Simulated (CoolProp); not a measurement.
Computed with CoolProp (reference Helmholtz-energy equation of state, Thol 2019).

### Question
Give the vapour pressure (MPa), liquid cp (kJ/(kg K)), vapour Z, surface tension (mN/m) of saturated decamethylcyclopentasiloxane (D5) at 351, 363.8, 402.1 K.

### Answer
```tsv
T (K)	p (MPa)	liquid cp (kJ/(kg K))	vapour Z	surface tension (mN/m)
351	0.000796	1.77	0.998	14.2
363.8	0.00158	1.79	0.996	13.3
402.1	0.00864	1.85	0.985	10.6
```

Surface tension comes from a separate correlation (Mulero 2014), older than this fluid's equation and unchecked against measurements.
